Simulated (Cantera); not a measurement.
Charge: 1 mol Si2H6, 0.12 mol H2O, 0.21 mol H2, 0.061 mol O2, equilibrated at 1.00 bar.

Cantera equilibrium calculation (NASA polynomials, part measured and part estimated; ideal gas, pure solids and liquids). Candidate condensed phases: H2O, Si, SiO2; 18 gas species. The feed counts by its element totals alone. Each liquid is taken as pure. Mutual solubility and eutectic melting of coexisting phases are not modelled. The tables hold silica as quartz up to 1696 K and as liquid above; real silica turns to tridymite and cristobalite and melts near 1996 K. Gases not in the tables: Si2H6 and higher silanes. Rates play no part.

log p: log10 of the partial pressure in bar; n: condensed amount in mol.

```csv
T (°C),log p H2,log p SiO,log p H,log p H2O,log p SiH2,log p Si,log p SiH,n Si(s),n SiO2(β-quartz),n Si(l),n SiO2(condensed)
827,0.00,-7.64,-7.59,-8.04,-8.88,<-12,<-12,1.88,0.121,0,0
902,0.00,-6.59,-6.91,-7.42,-8.15,<-12,-11.02,1.88,0.121,0,0
977,0.00,-5.67,-6.32,-6.88,-7.50,-11.08,-10.04,1.88,0.121,0,0
1052,0.00,-4.86,-5.79,-6.41,-6.93,-10.03,-9.16,1.88,0.121,0,0
1127,0.00,-4.13,-5.31,-5.98,-6.42,-9.08,-8.39,1.88,0.121,0,0
1202,0.00,___,___,___,___,___,___,1.88,0.120,0,0
1277,0.00,-2.90,-4.50,-5.26,-5.55,-7.48,-7.06,1.88,0.119,0,0
1352,0.00,-2.38,-4.15,-4.95,-5.18,-6.79,-6.49,1.87,0.114,0,0
1427,-0.01,-1.90,-3.83,-4.66,-4.85,-6.17,-5.98,0,0,1.86,0.0998
1502,-0.01,-1.50,-3.55,-4.39,-4.62,-5.66,-5.58,0,0,1.82,0.0667
1577,-0.03,-1.17,___,___,___,___,___,0,0,1.76,0
1652,-0.03,-1.17,-3.04,-4.27,-4.20,-4.76,-4.86,0,0,1.76,0
```

Problem. Complete the blanks.

Solution. 
- 1577, log p H: -3.28
- 1577, log p H2O: -4.18
- 1577, log p SiH2: -4.41
- 1577, log p Si: -5.19
- 1577, log p SiH: -5.21
- 1202, log p SiO: -3.49
- 1202, log p H: -4.89
- 1202, log p H2O: -5.60
- 1202, log p SiH2: -5.97
- 1202, log p Si: -8.24
- 1202, log p SiH: -7.69
